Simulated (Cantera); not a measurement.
Cantera run:

```python
import numpy as np
import cantera as ct

gas_names = """
    Cu CuO Cu2 H HNO HNO2 HNO3 HO2 H2 H2O H2O2 N NH NH2 NH3 NH2OH NO NO2 NO3 N2 N2H2 N2H4 N2O O OH O2 O3
""".split()
cond_names = """
    Cu(cr) Cu(L) CuO(s) CuO2H2(s) Cu2O(s) Cu2O(L) H2O(s) H2O(L)
""".split()


def load(file, names, dense=False):
    # The tables refer to 1 bar. Condensed volumes are neglected.
    table = {s.name: s for s in ct.Species.list_from_file(file)}
    out = []
    for n in names:
        d = dict(table[n].input_data)
        d["thermo"] = dict(d["thermo"], **{"reference-pressure": 1e5})
        if dense:
            d["equation-of-state"] = {"model": "constant-volume", "density": "1e6 g/cm^3"}
        out.append(ct.Species.from_dict(d))
    return out


gas = ct.Solution(thermo="ideal-gas", species=load("nasa_gas.yaml", gas_names))
cond = {s.name: ct.Solution(thermo="fixed-stoichiometry", species=[s], name=s.name)
        for s in load("nasa_condensed.yaml", cond_names, dense=True)}
atoms = {
    'CuO': {'Cu': 1, 'O': 1},
    'H2': {'H': 2},
    'N2': {'N': 2},
}
top_T = {'CuO(s)': 1390}  # K; cautious upper limits of use, not melting points


def equilibrate(T, P, feed):
    n = {}
    for name, mol in feed.items():
        for a, k in atoms[name].items():
            n[a] = n.get(a, 0.0) + k * mol
    gas.TPX = T, P, n
    mass = sum(n.values()) * gas.mean_molecular_weight
    gas.equilibrate("TP")
    valid = [c for c in cond.values() if c.min_temp <= T <= top_T.get(c.name, c.max_temp)]
    mix = ct.Mixture([(gas, mass / gas.mean_molecular_weight)] + [(c, 0.0) for c in valid])
    mix.T, mix.P = T, P
    mix.equilibrate("TP", solver="vcs", rtol=1e-11, max_steps=5000)
    return mix


results = []
feed = {'CuO': 1, 'H2': 1.8, 'N2': 14}  # mol
T = 2098.15  # K
P = 100000  # Pa
mix = equilibrate(T, P, feed)
results.append((T, P, feed, dict(zip(mix.species_names, mix.species_moles))))
print(gas.report(threshold=0.0001))
for i in range(1, mix.n_phases):
    print(f"{mix.phase(i).name:16s} {mix.phase_moles(i):12.5e} mol")
```

Result:

```
       temperature   2098.2 K
          pressure   1e+05 Pa
           density   0.15159 kg/m^3
  mean mol. weight   26.445 kg/kmol
   phase of matter   gas

                          1 kg             1 kmol
                     ---------------   ---------------
          enthalpy          1.85e+06        4.8922e+07  J
   internal energy        1.1903e+06        3.1477e+07  J
           entropy            9642.8          2.55e+05  J/K
    Gibbs function       -1.8382e+07        -4.861e+08  J
 heat capacity c_p            1397.3             36951  J/K
 heat capacity c_v            1082.9             28637  J/K

                      mass frac. Y      mole frac. X     chem. pot. / RT
                     ---------------   ---------------   ---------------
                Cu           0.02465          0.010258           -7.9708
                 H        2.6205e-05        0.00068748           -11.317
                H2         0.0037978          0.049817           -22.634
               H2O          0.042571          0.062491           -44.318
                N2           0.92859           0.87657           -27.235
                OH        6.5826e-05        0.00010235           -33.001
     [  +21 minor]        0.00030224        7.7404e-05

Cu(L)             8.34296e-01 mol
Cu2O(L)           0.00000e+00 mol
```

Cantera equilibrium calculation (NASA polynomials, part measured and part estimated; ideal gas, pure solids and liquids).
